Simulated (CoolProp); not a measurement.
R1132(E) at 323.46 K and 1.95 MPa is throttled through a valve to 0.969 MPa with no heat exchange. Each further row changes one setting.

Model: reference Helmholtz-energy equation of state, Akasaka 2024, in CoolProp.

| case | temperature change (K) | final density (kg/m³) |
|---|---|---|
| as stated | (withheld) | (withheld) |
| outlet pressure 0.291 MPa | (withheld) | (withheld) |
| outlet pressure 1.26 MPa | (withheld) | (withheld) |

Some entries are withheld; supply them.


- as stated, temperature change (K): -14.8
- as stated, final density (kg/m³): 27.1
- outlet pressure 0.291 MPa, temperature change (K): -25.5
- outlet pressure 0.291 MPa, final density (kg/m³): 7.79
- outlet pressure 1.26 MPa, temperature change (K): -10.3
- outlet pressure 1.26 MPa, final density (kg/m³): 35.9
